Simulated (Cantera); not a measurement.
What does this Cantera script print?

```python
import numpy as np
import cantera as ct

gas_names = """
    C CH CH2 CH3 CH4 C2 C2H C2H2,acetylene C2H2,vinylidene C2H3,vinyl C2H4 C2H5 C2H6 C3 C3H3,propargyl
    C3H4,allene C3H4,propyne C3H4,cyclo- C3H5,allyl C3H6,propylene C3H6,cyclo- C3H7,n-propyl
    C3H7,i-propyl C3H8 C4 C4H2 C4H4,1,3-cyclo- C4H6,butadiene C4H6,2-butyne C4H6,cyclo- C4H8,1-butene
    C4H8,cis2-buten C4H8,tr2-butene C4H8,isobutene C4H8,cyclo- C4H9,n-butyl C4H9,i-butyl C4H9,s-butyl
    C4H9,t-butyl C4H10,isobutane C4H10,n-butane C5 C5H6,1,3cyclo- C5H8,cyclo- C5H10,1-pentene
    C5H10,cyclo- C5H11,pentyl C5H11,t-pentyl C5H12,n-pentane C5H12,i-pentane CH3C(CH3)2CH3 C6H2
    C6H5,phenyl C6H6 C6H10,cyclo- C6H12,1-hexene C6H12,cyclo- C6H13,n-hexyl C7H7,benzyl C7H8
    C7H14,1-heptene C7H15,n-heptyl C7H16,n-heptane C8H8,styrene C8H10,ethylbenz C8H16,1-octene
    C8H17,n-octyl C8H18,isooctane C8H18,n-octane C9H19,n-nonyl C10H8,naphthale C10H21,n-decyl
    C12H9,o-bipheny C12H10,bipheny H H2
""".split()
cond_names = """
    C(gr) C6H6(L) C7H8(L) C8H18(L),n-octa
""".split()


def load(file, names, dense=False):
    # The tables refer to 1 bar. Condensed volumes are neglected.
    table = {s.name: s for s in ct.Species.list_from_file(file)}
    out = []
    for n in names:
        d = dict(table[n].input_data)
        d["thermo"] = dict(d["thermo"], **{"reference-pressure": 1e5})
        if dense:
            d["equation-of-state"] = {"model": "constant-volume", "density": "1e6 g/cm^3"}
        out.append(ct.Species.from_dict(d))
    return out


gas = ct.Solution(thermo="ideal-gas", species=load("nasa_gas.yaml", gas_names))
cond = {s.name: ct.Solution(thermo="fixed-stoichiometry", species=[s], name=s.name)
        for s in load("nasa_condensed.yaml", cond_names, dense=True)}
atoms = {
    'C2H6': {'C': 2, 'H': 6},
    'H2': {'H': 2},
}
top_T = {'C(gr)': 4500}  # K; cautious upper limits of use, not melting points


def equilibrate(T, P, feed):
    n = {}
    for name, mol in feed.items():
        for a, k in atoms[name].items():
            n[a] = n.get(a, 0.0) + k * mol
    gas.TPX = T, P, n
    mass = sum(n.values()) * gas.mean_molecular_weight
    gas.equilibrate("TP")
    valid = [c for c in cond.values() if c.min_temp <= T <= top_T.get(c.name, c.max_temp)]
    mix = ct.Mixture([(gas, mass / gas.mean_molecular_weight)] + [(c, 0.0) for c in valid])
    mix.T, mix.P = T, P
    mix.equilibrate("TP", solver="vcs", rtol=1e-11, max_steps=5000)
    return mix


results = []
feed = {'C2H6': 1, 'H2': 2.6}  # mol
T = 525  # K
for P in [10, 160, 2500, 40000, 630000, 10000000]:
    mix = equilibrate(T, P, feed)
    results.append((T, P, feed, dict(zip(mix.species_names, mix.species_moles))))

top = {s: max(r[3][s] / sum(r[3][g] for g in gas_names) for r in results) for s in gas_names}
cols = sorted((s for s in top if top[s] > 0.001), key=lambda s: -top[s])[:6]
seen = [c for c in cond_names if any(r[3].get(c, 0) > 1e-12 for r in results)]
print("log10 of partial pressures in bar; condensed amounts in mol")
print(f"{'P/Pa':>10s}" + "".join(f"{s[:9]:>10s}" for s in cols + seen))
for T, P, feed, n in results:
    ng = sum(n[g] for g in gas_names)
    print(f"{P:10.4g}" + "".join(f"{np.log10(max(n[s] / ng * P / 1e5, 1e-99)):10.3f}" for s in cols)
          + "".join(f"{n.get(c, 0):10.4g}" for c in seen))
```

Result:

```
log10 of partial pressures in bar; condensed amounts in mol
      P/Pa        H2       CH4     C(gr)
        10    -4.038    -5.080      1.57
       160    -3.064    -3.132    0.2339
      2500    -1.954    -1.857         0
     4e+04    -0.750    -0.653         0
   6.3e+05     0.447     0.544         0
     1e+07     1.648     1.745         0
```

Equilibrium computed with Cantera from the NASA thermochemical tables; the gas is ideal and each condensed phase is pure. The ideal-gas law is rough above about 30 bar.
